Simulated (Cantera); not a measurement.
A freely propagating, adiabatic, planar premixed flame of H₂ : O₂ : N₂ = 1 : 0.208 : 0.583 (molar parts), equivalence ratio 2.4, unburnt at 573 K and 10000 Pa; mixture-averaged transport, grid criteria slope 0.08 and curve 0.16, no radiation.

Computed with Cantera and the H2/O2 subset of GRI-Mech 3.0, which has no nitrogen chemistry. Burning velocities carry a grid error of a few per cent, more on coarse grids.

### Question
Predict: laminar burning velocity; thermal thickness; peak x(OH); peak x(O); peak x(H).

### Answer
```json
{
 "laminar_burning_velocity": "680 cm/s",
 "thermal_thickness": "8.53 mm",
 "peak x(OH)": "0.00436",
 "peak x(O)": "0.00435",
 "peak x(H)": "0.149"
}
```
